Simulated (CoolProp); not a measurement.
n-hexane along the isobar 15.1 MPa: density (kg/m³) from the reference equation and from simpler models built on Tc = 234.7 °C, pc = 3.044 MPa, ω = 0.300; each cubic takes its own stable root.

The numbers come from the reference Helmholtz-energy equation of state, Thol 2019 in CoolProp.

| T (°C) | phase | reference |
|---|---|---|
| 164.45 | liquid | 550.6 |
| 180.65 | liquid | 535.3 |
| 196.95 | liquid | 519.4 |
| 213.15 | liquid | 503.2 |
| 229.35 | liquid | 486.5 |
| 245.65 | supercritical | 469.1 |
| 261.85 | supercritical | 451.4 |
| 278.15 | supercritical | 433.1 |
| 294.35 | supercritical | 414.5 |
| 310.65 | supercritical | 395.6 |
| 326.85 | supercritical | 376.8 |

Problem. How far does each simpler model (van der Waals, Redlich-Kwong) lie from the reference over these 11 states: mean and median of the absolute difference, and the worst?

Solution. 
- van der Waals: mean 27.0 %, median 27.8 %, worst -33.0 % at 164.45 °C and 15.1 MPa
- Redlich-Kwong: mean 8.0 %, median 8.5 %, worst -9.9 % at 164.45 °C and 15.1 MPa
